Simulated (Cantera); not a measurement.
**N2O furnace oxynitridation**

An isothermal, constant-pressure homogeneous reactor starts with N2O : H2O = 1 : 0.024 (molar parts), at 1575 K and 0.0300 bar.

Computed with Cantera and GRI-Mech 3.0 (53 species, 325 reactions). GRI-Mech 3.0 was tuned for natural gas; its chemistry of N2O as a main component is partial and can be far from experiment. Radical loss at walls, strong at low pressure, is not modelled. The temperature is held fixed by assumption; the heat of reaction is taken as removed at once.

```
t (s)       x N2O   x H2O      x OH      x NO    x H2O2
--------  -------  ------  --------  --------  --------
5.00e-6     0.977  0.0234   4.12e-8   2.14e-7    <1e-12
2.29e-5     0.976  0.0234   7.87e-7   4.10e-6    <1e-12
0.000105    0.976  0.0234   1.15e-5   6.09e-5  2.58e-10
0.000478    0.974  0.0234   8.28e-5  0.000486   2.51e-8
0.00219     0.963  0.0232  0.000230   0.00243   1.58e-7
0.0100      0.914  0.0228  0.000286    0.0107   7.35e-8
0.0457      0.729  0.0213  0.000318    0.0417   1.96e-8
0.209       0.298  0.0179  0.000309     0.113   3.31e-9
0.956      0.0111  0.0157  0.000255     0.156  8.96e-10
4.37      6.69e-6  0.0157  0.000146     0.156  4.29e-10
20.0      6.11e-6  0.0157  0.000146     0.155  4.29e-10
```
x: mole fraction; the columns are a selection and need not sum to one.

Equilibrium at this temperature and pressure: N2O 1.88e-8, H2O 0.0157, OH 0.000155, NO 0.00198, H2O2 4.88e-10 (gas phase only).
